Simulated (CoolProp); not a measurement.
A simple Rankine cycle with carbonyl sulfide: condensing at 328.15 K, boiler at 5.12 MPa, turbine inlet 368 K, turbine efficiency 0.6, pump efficiency 0.6, no recuperator. Each further row changes one setting.

Model: reference Helmholtz-energy equation of state, Lemmon 2006, in CoolProp. It is a short technical equation, of lower accuracy than the large ones.

```
case                             thermal efficiency (%)  net work (kJ/kg)  heat in (kJ/kg)  turbine exit temperature (K)  volume ratio over the turbine
-------------------------------  ----------------------  ----------------  ---------------  ----------------------------  -----------------------------
as stated                                           3.8              7.16              190                         328.1                           2.19
turbine inlet 388 K                                 4.4              9.93              225                         336.9                           2.00
condensing temperature 320.15 K                     4.7              9.51              201                         320.1                           2.62
boiler pressure 3.58 MPa                            2.5              5.83              229                         344.5                           1.40
turbine efficiency 0.5                              2.7              5.16              190                         328.1                           2.22
```

The expansion ends wet for: as stated; condensing temperature 320.15 K; turbine efficiency 0.5.
